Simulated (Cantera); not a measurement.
An adiabatic, constant-pressure homogeneous reactor starts with CH4 : O2 : N2 = 1 : 4.17 : 10.8 (molar parts), at 1050 K and 100000 Pa. Integrator tolerance rtol = 1e-08.

Computed with Cantera and GRI-Mech 3.0 (53 species, 325 reactions).

### Question
What does this change do: 1.6 parts H2 added?

### Answer
| quantity | before | after |
|---|---|---|
| temperature at 0.200 s | 1059 K | 2565 K |
| equilibrium temperature | 2273 K | 2565 K |
| x(CH4) at 0.200 s | 0.0613 (gas-phase equilibrium <1e-12) | <1e-12 (gas-phase equilibrium <1e-12) |
| x(O2) at 0.200 s | 0.260 (gas-phase equilibrium 0.129) | 0.0742 (gas-phase equilibrium 0.0742) |
| x(CH2O) at 0.200 s | 0.000597 (gas-phase equilibrium <1e-12) | 2.18e-11 (gas-phase equilibrium 2.18e-11) |
| x(C2H) at 0.200 s | <1e-12 (gas-phase equilibrium <1e-12) | <1e-12 (gas-phase equilibrium <1e-12) |
| x(C2H2) at 0.200 s | 6.25e-9 (gas-phase equilibrium <1e-12) | <1e-12 (gas-phase equilibrium <1e-12) |
| time of steepest temperature rise | not reached | 1.28 ms |
